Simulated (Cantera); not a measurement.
An isothermal, constant-pressure homogeneous reactor starts with N₂O = 1 (molar parts), at 1125 K and 20000 Pa.

Computed with Cantera and GRI-Mech 3.0 (53 species, 325 reactions). GRI-Mech 3.0 was tuned for natural gas; its chemistry of N2O as a main component is partial and can be far from experiment. The mechanism lacks the step 2 NO + O2 → 2 NO2, which can matter for NO2 below about 1400 K. The temperature is held fixed by assumption; the heat of reaction is taken as removed at once.

### Question
Predict: x(N₂O) at 2.00 s; x(NO) at 2.00 s; x(N₂) at 2.00 s; x(O₂) at 2.00 s; x(O) at 2.00 s.

### Answer
```json
{
 "x(N₂O) at 2.00 s": "0.924 (gas-phase equilibrium 3.75e-9)",
 "x(NO) at 2.00 s": "0.00386 (gas-phase equilibrium 0.000124)",
 "x(N₂) at 2.00 s": "0.0487 (gas-phase equilibrium 0.667)",
 "x(O₂) at 2.00 s": "0.0234 (gas-phase equilibrium 0.333)",
 "x(O) at 2.00 s": "5.15e-7 (gas-phase equilibrium 6.00e-9)"
}
```
